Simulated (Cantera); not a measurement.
A perfectly stirred reactor is fed with C₂H₆ : N₂ = 1 : 5.5 (molar parts), at 0.0150 bar; it is held at 1200 K, and followed from long to short residence time.

Computed with Cantera and GRI-Mech 3.0 (53 species, 325 reactions). GRI-Mech 3.0 stops at C3 and has no aromatics, soot or wall deposition, so with more carbon than oxygen in the feed, carbon stays in small species such as C2H2 where larger ones or solid carbon would form. Radical loss at walls, strong at low pressure, is not modelled.

Problem. Predict: x(C₂H₆) at τ = 0.920 s; x(CH₃) at τ = 0.920 s; x(H) at τ = 0.920 s; x(CH₄) at τ = 0.920 s; x(C₂H₆) at τ = 35.0 ms; x(CH₃) at τ = 35.0 ms; x(H) at τ = 35.0 ms; x(CH₄) at τ = 35.0 ms.

Solution. 
```json
{
  "x(C₂H₆) at τ = 0.920 s": "0.0201",
  "x(CH₃) at τ = 0.920 s": "0.000108",
  "x(H) at τ = 0.920 s": "1.19e-5",
  "x(CH₄) at τ = 0.920 s": "0.0324",
  "x(C₂H₆) at τ = 35.0 ms": "0.131",
  "x(CH₃) at τ = 35.0 ms": "0.000231",
  "x(H) at τ = 35.0 ms": "7.19e-6",
  "x(CH₄) at τ = 35.0 ms": "0.00356"
}
```
